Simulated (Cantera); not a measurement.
Input: 1 mol C₂H₄, 0.36 mol H₂, held at 1252 °C and 1 atm.

Method: chemical equilibrium by Gibbs-energy minimisation in Cantera with the NASA 1993 tables (ideal gas, pure condensed phases). Candidate condensed phases: C, C₆H₆, C₇H₈, C₈H₁₈; 76 gas species. Rates play no part.

Base state: H₂ 0.998, CH₄ 0.00230, H 2.35e-5, C₂H₂ (acetylene) 1.21e-5 (mole fractions); condensed: C(graphite).

What changes in the equilibrium state with this change: temperature from 1252 °C to 1877 °C?


```csv
species,before,after
H₂,0.998,0.994
H,2.35e-5,0.00418
C₂H₂ (acetylene),1.21e-5,0.00192
CH₄,0.00230,0.000294
CH₃,1.10e-6,2.39e-5
"C(graphite), mol",1.99,1.99
```
